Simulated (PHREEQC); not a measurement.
PHREEQC input (ion-association model, wateq4f.dat):

```
SOLUTION_MASTER_SPECIES
  An  An-  0  An  62.0  # stands for a non-complexing anion
SOLUTION_SPECIES
  An- = An-
    -log_k 0
    -gamma 3.0 0
PHASES
  Fix_H+
    H+ = H+
    -log_k 0
SOLUTION 1
  temp 25
  units mmol/kgw
  pH 7 charge
  Cl 0.046
  Zn 0.023
  Na 5
  An 5
END
SELECTED_OUTPUT 1
  -reset false
  -pH true
  -pe true
  -ionic_strength true
  -water true
  -totals Cl Na Zn
  -molalities Hfo_wOH Hfo_wOH2+ Hfo_wO- Hfo_sOH Hfo_sOH2+ Hfo_sO- Hfo_sOZn+ Hfo_wOZn+
  -saturation_indices Zn(OH)2-e Zn5(OH)8Cl2 Halite
USER_PUNCH 1
  -headings sigma psi
  10 PUNCH EDL("sigma", "Hfo"), EDL("psi", "Hfo")
PRINT
  -reset false
USE solution 1
SURFACE 1
  Hfo_wOH 0.00606742 600 2.7
  Hfo_sOH 0.000151685
EQUILIBRIUM_PHASES 1
  Fix_H+ -4 HAn 10
    -force_equality true
  O2(g) -0.68 10
END
# ... the last block is repeated for the other 16 points of pH, with NaOH or the acid as the point needs
```

Selected output (columns that matter, 17 of 17 rows; pH added in front):

```
pH	mu	Cl	Na	Zn	m_Hfo_wOH	m_Hfo_wOH2+	m_Hfo_wO-	m_Hfo_sOH	m_Hfo_sOH2+	si_Zn(OH)2-e	si_Zn5(OH)8Cl2	si_Halite	sigma	psi
4	0.0068236	4.6e-05	0.005	2.293e-05	0.0027485	0.003266	5.2987e-05	6.8681e-05	8.1613e-05	-8.2848	-39.175	-8.2962	0.19616	0.19019
4.5	0.0062747	4.6e-05	0.005	2.2489e-05	0.0035402	0.0024079	0.00011924	8.822e-05	6.0003e-05	-7.288	-35.188	-8.2933	0.13975	0.17495
5	0.0058679	4.6e-05	0.005	1.9731e-05	0.0040815	0.0017702	0.00021558	9.993e-05	4.3342e-05	-6.3409	-31.45	-8.2912	0.095063	0.15693
5.5	0.0055552	4.6e-05	0.005	1.0511e-05	0.0043987	0.0013365	0.00033165	0.00010132	3.0784e-05	-5.6113	-28.8	-8.2894	0.061976	0.13649
6	0.0053328	4.6e-05	0.005	2.3026e-06	0.0045561	0.0010629	0.0004474	9.9091e-05	2.3117e-05	-5.2686	-28.086	-8.2881	0.038693	0.1137
6.5	0.0051946	4.6e-05	0.005	3.0187e-07	0.0046224	0.00090019	0.00054375	9.909e-05	1.9297e-05	-5.1504	-28.494	-8.2873	0.023038	0.088766
7	0.0051079	4.6e-05	0.005	3.4428e-08	0.0046471	0.00080382	0.00061546	9.9425e-05	1.7198e-05	-5.0953	-29.218	-8.2868	0.012827	0.062233
7.5	0.005051	4.6e-05	0.005	3.8204e-09	0.0046551	0.00074422	0.00066705	9.9574e-05	1.5919e-05	-5.0612	-30.047	-8.2865	0.0060645	0.034679
8	0.0050381	4.6e-05	0.0050291	4.6128e-10	0.0046567	0.00070237	0.00070727	9.9606e-05	1.5024e-05	-5.036	-30.921	-8.2839	0.001072	0.0065964
8.5	0.0050798	4.6e-05	0.0051101	9.1513e-11	0.0046549	0.00066476	0.00074671	9.9567e-05	1.4219e-05	-5.0121	-31.802	-8.2772	-0.0036155	-0.021578
9	0.0051357	4.6e-05	0.0052145	4.99e-11	0.0046482	0.00062061	0.00079753	9.9424e-05	1.3275e-05	-4.9822	-32.653	-8.2687	-0.0093939	-0.049427
9.5	0.0052299	4.6e-05	0.0053797	4.8229e-11	0.0046297	0.00056043	0.00087617	9.9029e-05	1.1988e-05	-4.9379	-33.432	-8.2558	-0.017839	-0.076487
10	0.0054141	4.6e-05	0.0056739	5.6318e-11	0.0045812	0.00047692	0.0010081	9.7992e-05	1.0201e-05	-4.8679	-34.083	-8.2337	-0.030948	-0.10219
10.5	0.0058213	4.5999e-05	0.006253	7.7552e-11	0.004461	0.00036869	0.0012365	9.5421e-05	7.8862e-06	-4.7561	-34.526	-8.1938	-0.051429	-0.12584
11	0.0068417	4.5999e-05	0.0075439	1.4258e-10	0.0041808	0.00024394	0.0016415	8.9427e-05	5.2179e-06	-4.5767	-34.635	-8.1176	-0.083654	-0.14647
11.5	0.0096985	4.5998e-05	0.01084	4.5894e-10	0.0035637	0.00012223	0.0023802	7.6227e-05	2.6145e-06	-4.2767	-34.148	-7.9729	-0.13601	-0.1624
12	0.018366	4.5997e-05	0.020205	3.9874e-09	0.0023718	3.5222e-05	0.0036589	5.0735e-05	7.5342e-07	-3.7367	-32.477	-7.7306	-0.2191	-0.17047
```
